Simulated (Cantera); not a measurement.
An isothermal, constant-pressure homogeneous reactor starts with CH4 : H2O : H2 = 1 : 4.7 : 0.082 (molar parts), at 1500 K and 110000 Pa. Integrator tolerance rtol = 1e-08.

Detailed kinetics in Cantera: GRI-Mech 3.0 (53 species, 325 reactions).

### Question
What does this change do: temperature 1500 to 1600 K?

### Answer
```csv
quantity,before,after
x(CH4) at 2.00 s,0.0397 (gas-phase equilibrium 8.85e-8),0.0154 (gas-phase equilibrium 2.88e-8)
x(H2O) at 2.00 s,0.634 (gas-phase equilibrium 0.439),0.499 (gas-phase equilibrium 0.443)
x(H2) at 2.00 s,0.251 (gas-phase equilibrium 0.432),0.375 (gas-phase equilibrium 0.429)
x(H) at 2.00 s,8.44e-6 (gas-phase equilibrium 1.11e-5),3.19e-5 (gas-phase equilibrium 3.42e-5)
x(C2H2) at 2.00 s,0.0309 (gas-phase equilibrium <1e-12),0.00793 (gas-phase equilibrium <1e-12)
```

### Question
What does this change do: temperature 1500 to 1675 K?

### Answer
```csv
quantity,before,after
x(CH4) at 2.00 s,0.0397 (gas-phase equilibrium 8.85e-8),0.00343 (gas-phase equilibrium 1.36e-8)
x(H2O) at 2.00 s,0.634 (gas-phase equilibrium 0.439),0.453 (gas-phase equilibrium 0.445)
x(H2) at 2.00 s,0.251 (gas-phase equilibrium 0.432),0.418 (gas-phase equilibrium 0.427)
x(H) at 2.00 s,8.44e-6 (gas-phase equilibrium 1.11e-5),7.15e-5 (gas-phase equilibrium 7.28e-5)
x(C2H2) at 2.00 s,0.0309 (gas-phase equilibrium <1e-12),0.000543 (gas-phase equilibrium <1e-12)
```
